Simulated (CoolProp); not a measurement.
The numbers come from the reference Helmholtz-energy equation of state, Lemmon 2006 in CoolProp. It is a short technical equation, of lower accuracy than the large ones.

Question: For C2F6 (R116), give the phase and the cv (kJ/(kg K)), Prandtl number at -1.75 °C and 38.1 bar; -1.75 °C and 229 bar; -1.75 °C and 267 bar.

Answer: 
- -1.75 °C and 38.1 bar: liquid; cv 0.737, Prandtl number 3.23
- -1.75 °C and 229 bar: liquid; cv 0.738, Prandtl number 3.69
- -1.75 °C and 267 bar: liquid; cv 0.740, Prandtl number 3.82

Viscosity comes from a separate model (Huber 2003), an estimate that may be off by 10 % or more. Thermal conductivity comes from a separate model (Huber 2003), an estimate that may be off by 10 % or more.
